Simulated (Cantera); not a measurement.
An isothermal plug-flow reactor at 1300 K and 260000 Pa (inlet), inlet velocity 2.7 m/s, active area per volume 1700 1/m; feed 0.578 % CH4, 15.8 % O2, 83.0 % N2, 0.620 % H2O, equivalence ratio 0.073.

Computed with Cantera and Deutschmann's 1995 Pt surface mechanism with GRI-Mech 3.0 gas chemistry. Catalytic surfaces can have several steady states; this one follows from the mechanism file's or the stated starting coverage. Mass transfer to the wall is taken as infinitely fast.

x: gas mole fraction; θ: surface coverage.

```json
[
 {"z (m)": "4e-05", "x CH4": "0.00571", "x O2": "0.158", "x H2O": "0.00633", "x CO2": "?", "x CO": "6.96e-6", "θ free Pt": "0.423", "θ O*": "0.576", "θ OH*": "0.00128"},
 {"z (m)": "6.7e-05", "x CH4": "0.00566", "x O2": "0.157", "x H2O": "0.00642", "x CO2": "?", "x CO": "8.15e-6", "θ free Pt": "0.423", "θ O*": "0.576", "θ OH*": "0.00128"},
 {"z (m)": "0.00011", "x CH4": "0.00559", "x O2": "0.157", "x H2O": "0.00657", "x CO2": "?", "x CO": "8.62e-6", "θ free Pt": "0.423", "θ O*": "0.576", "θ OH*": "0.00130"},
 {"z (m)": "0.00019", "x CH4": "0.00545", "x O2": "0.157", "x H2O": "0.00682", "x CO2": "?", "x CO": "8.57e-6", "θ free Pt": "0.423", "θ O*": "0.576", "θ OH*": "0.00132"},
 {"z (m)": "0.00031", "x CH4": "0.00525", "x O2": "0.157", "x H2O": "0.00720", "x CO2": "?", "x CO": "8.34e-6", "θ free Pt": "0.423", "θ O*": "0.576", "θ OH*": "0.00136"},
 {"z (m)": "0.00052", "x CH4": "0.00492", "x O2": "0.156", "x H2O": "0.00784", "x CO2": "?", "x CO": "7.94e-6", "θ free Pt": "0.423", "θ O*": "0.575", "θ OH*": "0.00141"},
 {"z (m)": "0.00086", "x CH4": "0.00441", "x O2": "0.155", "x H2O": "0.00879", "x CO2": "?", "x CO": "7.37e-6", "θ free Pt": "0.424", "θ O*": "0.575", "θ OH*": "0.00149"},
 {"z (m)": "0.0014", "x CH4": "0.00370", "x O2": "0.154", "x H2O": "0.0101", "x CO2": "?", "x CO": "6.65e-6", "θ free Pt": "0.424", "θ O*": "0.575", "θ OH*": "0.00160"},
 {"z (m)": "0.0024", "x CH4": "0.00264", "x O2": "0.152", "x H2O": "0.0121", "x CO2": "?", "x CO": "5.78e-6", "θ free Pt": "0.424", "θ O*": "0.574", "θ OH*": "0.00174"},
 {"z (m)": "0.004", "x CH4": "0.00151", "x O2": "0.150", "x H2O": "0.0143", "x CO2": "?", "x CO": "4.69e-6", "θ free Pt": "0.425", "θ O*": "0.573", "θ OH*": "0.00189"}
]
```

### Question
Fill in the missing entries.

### Answer

- 4e-05, x CO2: 5.88e-5
- 6.7e-05, x CO2: 0.000102
- 0.00011, x CO2: 0.000170
- 0.00019, x CO2: 0.000297
- 0.00031, x CO2: 0.000482
- 0.00052, x CO2: 0.000791
- 0.00086, x CO2: 0.00125
- 0.0014, x CO2: 0.00190
- 0.0024, x CO2: 0.00285
- 0.004, x CO2: 0.00392
